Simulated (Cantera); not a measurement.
Stirred combustor or abatement burner

A perfectly stirred reactor is fed with H2 : O2 : N2 = 1 : 0.877 : 3.3 (molar parts), at 1.01 bar; it is adiabatic with a 823 K inlet, and is followed from long to short residence time, starting on the burning branch (τ in s: 0.098, 0.044, 0.019, 0.0086, 0.0038, 0.0017, 0.00076, 0.00034, 0.00015, 6.6e-05).

Computed with Cantera and the H2/O2 subset of GRI-Mech 3.0, which has no nitrogen chemistry.

```json
[
 {"τ (s)": "0.098", "T (K)": "2196", "x H2": "0.000932", "x O2": "0.0790", "x H2O": "0.209", "x HO2": "4.11e-6", "x H2O2": "1.98e-7", "x OH": "0.00585"},
 {"τ (s)": "0.044", "T (K)": "2193", "x H2": "0.00104", "x O2": "0.0790", "x H2O": "0.209", "x HO2": "4.14e-6", "x H2O2": "1.96e-7", "x OH": "0.00613"},
 {"τ (s)": "0.019", "T (K)": "2187", "x H2": "0.00130", "x O2": "0.0788", "x H2O": "0.208", "x HO2": "4.26e-6", "x H2O2": "1.95e-7", "x OH": "0.00675"},
 {"τ (s)": "0.0086", "T (K)": "2175", "x H2": "0.00180", "x O2": "0.0786", "x H2O": "0.207", "x HO2": "4.60e-6", "x H2O2": "2.01e-7", "x OH": "0.00778"},
 {"τ (s)": "0.0038", "T (K)": "2153", "x H2": "0.00276", "x O2": "0.0783", "x H2O": "0.205", "x HO2": "5.53e-6", "x H2O2": "2.24e-7", "x OH": "0.00937"},
 {"τ (s)": "0.0017", "T (K)": "2117", "x H2": "0.00435", "x O2": "0.0779", "x H2O": "0.201", "x HO2": "7.50e-6", "x H2O2": "2.72e-7", "x OH": "0.0113"},
 {"τ (s)": "0.00076", "T (K)": "2062", "x H2": "0.00673", "x O2": "0.0777", "x H2O": "0.196", "x HO2": "1.10e-5", "x H2O2": "3.56e-7", "x OH": "0.0132"},
 {"τ (s)": "0.00034", "T (K)": "1983", "x H2": "0.00993", "x O2": "0.0780", "x H2O": "0.189", "x HO2": "1.66e-5", "x H2O2": "4.97e-7", "x OH": "0.0146"},
 {"τ (s)": "0.00015", "T (K)": "1876", "x H2": "0.0139", "x O2": "0.0790", "x H2O": "0.180", "x HO2": "2.45e-5", "x H2O2": "7.69e-7", "x OH": "0.0150"},
 {"τ (s)": "6.6e-5", "T (K)": "1745", "x H2": "0.0186", "x O2": "0.0812", "x H2O": "0.169", "x HO2": "3.44e-5", "x H2O2": "1.35e-6", "x OH": "0.0140"}
]
```
x: mole fraction; the columns are a selection and need not sum to one.
